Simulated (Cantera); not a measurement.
A closed system holds: 1 mol Si, 0.49 mol H2, at 1425 °C and 1.00 bar.

Cantera equilibrium calculation (NASA polynomials, part measured and part estimated; ideal gas, pure solids and liquids). Candidate condensed phases: Si; 9 gas species. Gases not in the tables: Si2H6 and higher silanes. Equilibrium is a limit: real reactors are often held back by kinetics, nucleation or transport.

Base state: H2 1.000, H 0.000145, SiH2 1.40e-5 (mole fractions); condensed: Si(l).

Problem. What changes in the equilibrium state with this change: 0.028 mol HCl added?

Solution. 
```json
[
 {"species": "H2", "before": "1.000", "after": "0.953"},
 {"species": "HCl", "before": "0", "after": "0.0406"},
 {"species": "SiCl2", "before": "0", "after": "0.00622"},
 {"species": "SiCl3", "before": "0", "after": "0.000210"},
 {"species": "SiHCl3", "before": "0", "after": "6.35e-5"},
 {"species": "SiH2Cl2", "before": "0", "after": "4.99e-5"},
 {"species": "Si(l), mol", "before": "1.000", "after": "0.997"}
]
```
The tables' values for SiCl3 are old estimates; treat these amounts as uncertain.
